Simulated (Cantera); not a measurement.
Input: 1 mol CCl4, 0.92 mol CH4, equilibrated at 998.15 K and 13.3 mbar.

Method: chemical equilibrium by Gibbs-energy minimisation in Cantera with the NASA 1993 tables (ideal gas, pure condensed phases). Candidate condensed phases: C, C6H6, C7H8, C8H18; 91 gas species. Equilibrium is a limit: real reactors are often held back by kinetics, nucleation or transport.

Base state: HCl 0.958, Cl2 0.0413, Cl 0.000665 (mole fractions); condensed: C(graphite).

Question: What changes in the equilibrium state with this change: temperature from 998.15 K to 3273 K?

Answer: 
| species | before | after |
|---|---|---|
| Cl | 0.000665 | 0.466 |
| H | <1e-9 | 0.386 |
| C3 | <1e-9 | 0.0595 |
| HCl | 0.958 | 0.0308 |
| C | <1e-9 | 0.0231 |
| H2 | <1e-9 | 0.0171 |
| C2 | <1e-9 | 0.0113 |
| Cl2 | 0.0413 | 1.34e-5 |
| C2H | <1e-9 | 0.00386 |
| C5 | <1e-9 | 0.000737 |
| C2H2 (acetylene) | <1e-9 | 0.000697 |
| C4 | <1e-9 | 0.000232 |
| CH | <1e-9 | 0.000104 |
| C(graphite), mol | 1.92 | 0 |
The tables' values for CCl are old estimates; treat these amounts as uncertain.

Question: What changes in the equilibrium state with this change: temperature from 998.15 K to 1923.15 K?

Answer: 
| species | before | after |
|---|---|---|
| HCl | 0.958 | 0.907 |
| Cl | 0.000665 | 0.0876 |
| H2 | <1e-9 | 0.00405 |
| Cl2 | 0.0413 | 0.000346 |
| H | <1e-9 | 0.000520 |
| C(graphite), mol | 1.92 | 1.92 |
